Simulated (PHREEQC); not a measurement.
A solution holds 10 mmol/kgw NaH2PO4 and 0.0079 mmol/kgw Na2CO3, at 25 °C. Closed to the air; pH follows from the charge balance.

The numbers come from PHREEQC with the ion-association model, phreeqc.dat.

```yaml
pH: 4.80
ionic_strength: 0.0101 mol/kgw
specific_conductance: 770 µS/cm
total_alkalinity: 0.0158 meq/kg
```

```json
[
 {"species": "Na+", "molality": "0.0100", "activity": "0.00904", "log γ": "-0.044"},
 {"species": "H2PO4-", "molality": "0.00993", "activity": "0.00898", "log γ": "-0.043"},
 {"species": "HPO4-2", "molality": "5.30e-5", "activity": "3.53e-5", "log γ": "-0.176"},
 {"species": "H3PO4", "molality": "2.08e-5", "activity": "2.09e-5", "log γ": "0.001"},
 {"species": "H+", "molality": "1.73e-5", "activity": "1.58e-5", "log γ": "-0.039"},
 {"species": "CO2", "molality": "7.66e-6", "activity": "7.68e-6", "log γ": "0.001"},
 {"species": "NaHPO4-", "molality": "6.89e-7", "activity": "6.23e-7", "log γ": "-0.043"},
 {"species": "HCO3-", "molality": "2.39e-7", "activity": "2.16e-7", "log γ": "-0.043"},
 {"species": "NaHCO3", "molality": "1.10e-9", "activity": "1.10e-9", "log γ": "0.001"}
]
```

No solid was allowed to form. Species that the database lacks are ignored.
